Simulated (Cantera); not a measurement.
Cantera run:

```python
import numpy as np
import cantera as ct

gas_names = """
    N N2O VO2
""".split()
cond_names = """
    V2O5(s) V2O5(L)
""".split()


# ... load() reads the species with a 1 bar reference pressure and builds the phases ...
species = {s.name: s for s in load("nasa_gas.yaml", gas_names) + load("nasa_condensed.yaml", cond_names)}
# Each term lists the table entries of one substance; the one whose range holds T is used.
reactions = {
    'V2O5 + 2 N(g) = N2O(g) + 2 VO2(g)':
        [(-1, ['V2O5(s)', 'V2O5(L)']), (-2, ['N']), (1, ['N2O']), (2, ['VO2'])],
}


def pick(names, T):
    return next(species[n] for n in names if species[n].thermo.min_temp <= T <= species[n].thermo.max_temp)


results = []
for label, terms in reactions.items():
    print(label)
    print("     T/K   dH/kJ  dS/(J/K)   dG/kJ   log10 K")
    for T in [850, 875, 900, 925, 950, 975, 1000, 1025, 1050, 1075]:
        used = [(nu, pick(names, T)) for nu, names in terms]
        dH = sum(nu * s.thermo.h(T) for nu, s in used) / 1e6
        dS = sum(nu * s.thermo.s(T) for nu, s in used) / 1e3
        dG = dH - T * dS / 1e3
        logK = -dG * 1e6 / (ct.gas_constant * T * np.log(10))
        results.append((label, T, dH, dS, dG, logK, [s.name for _, s in used]))
        print(f"{T:8g} {dH:8.1f} {dS:8.1f} {dG:8.1f} {logK:8.2f}")
```

Result:

```
V2O5 + 2 N(g) = N2O(g) + 2 VO2(g)
     T/K   dH/kJ  dS/(J/K)   dG/kJ   log10 K
     850    190.8    255.8    -26.6     1.63
     875    189.4    254.1    -33.0     1.97
     900    188.0    252.5    -39.3     2.28
     925    186.5    250.9    -45.6     2.57
     950    120.5    180.9    -51.4     2.82
     975    118.8    179.1    -55.9     2.99
    1000    117.2    177.5    -60.3     3.15
    1025    115.5    175.8    -64.7     3.30
    1050    113.9    174.3    -69.1     3.44
    1075    112.3    172.8    -73.4     3.57
```

Standard-state values (1 bar) from the NASA 1993 polynomials, evaluated with Cantera. Condensed species are held in their standard states even where they would react or evaporate.
